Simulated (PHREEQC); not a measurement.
Solution (25 °C): 0.00086 mol H2S per kg of water. Closed to the air; pH follows from the charge balance.

Computed with PHREEQC (ion-association model, phreeqc.dat).

This is a speciation only: nothing precipitates in the calculation.

Q: Estimate the pH, ionic strength.

A: pH 5.01; ionic strength 9.90e-6 mol/kgw.

Q: In which forms is S present?

A: H2S 99 %, HS- 1.2 % of the S.

Species that the database lacks are ignored.
